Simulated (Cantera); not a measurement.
## Calcination and drying: MgSO4 + H2O

Feed: 1 mol MgSO4, 0.18 mol H2O, at 750 Torr.

Cantera equilibrium calculation (NASA polynomials, part measured and part estimated; ideal gas, pure solids and liquids). Candidate condensed phases: H2O, H2SO4, Mg, MgO, Mg(OH)2, MgS, MgSO4, S; 26 gas species. Mutual solubility and eutectic melting of coexisting phases are not modelled. Rates play no part.

```csv
T (K),log p H2O,log p SO2,log p O2,log p SO3,log p OH,log p O,n MgSO4(s),n MgO(s)
648,0.00,-10.81,-11.05,<-12,<-12,<-12,1.00,0
798,0.00,-6.93,-7.23,-8.99,-10.22,<-12,1.00,0
948,0.00,-4.32,-4.62,-6.09,-7.89,<-12,1.000,0
1098,0.00,-2.44,-2.74,-4.00,-6.20,-9.99,0.999,0.000679
1248,-0.07,-1.03,-1.33,-2.44,-4.95,-7.84,0.980,0.0205
1398,-0.97,-0.24,-0.54,-1.69,-4.47,-6.31,0,1.00
1548,-0.97,-0.23,-0.53,-2.03,-3.88,-5.38,0,1.00
1698,-0.97,-0.23,-0.53,-2.31,-3.39,-4.62,0,1.00
```
log p: log10 of the partial pressure in bar; n: condensed amount in mol.

From 648 K to 948 K the condensed part is MgSO4(s). From 1098 K to 1248 K the condensed part is MgO(s) + MgSO4(s). From 1398 K to 1698 K the condensed part is MgO(s).
